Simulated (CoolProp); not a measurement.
A simple Rankine cycle with n-octane: condensing at 317.15 K, boiler at 0.379 MPa, turbine inlet 456.1 K, turbine efficiency 0.8, pump efficiency 0.7, no recuperator. Each further row changes one setting.

The numbers come from the reference Helmholtz-energy equation of state, Beckmüller 2019 in CoolProp.

| case | thermal efficiency (%) | net work (kJ/kg) | heat in (kJ/kg) | turbine exit temperature (K) | volume ratio over the turbine |
|---|---|---|---|---|---|
| as stated | … | 101 | 618 | … | … |
| turbine inlet 476.1 K | 16.0 | 107 | … | … | 75.1 |
| condensing temperature 309.15 K | 17.4 | 110 | 637 | 398.3 | 113 |
| boiler pressure 0.265 MPa | 15.2 | … | 624 | 408.4 | 51.6 |
| turbine efficiency 0.7 | 14.3 | 88.7 | 618 | 408.6 | 77.7 |

### Question
What belongs in the gaps?

### Answer

- as stated, thermal efficiency (%): 16.4
- as stated, turbine exit temperature (K): 402.6
- as stated, volume ratio over the turbine: 76.6
- turbine inlet 476.1 K, heat in (kJ/kg): 668
- turbine inlet 476.1 K, turbine exit temperature (K): 423.2
- boiler pressure 0.265 MPa, net work (kJ/kg): 95.1
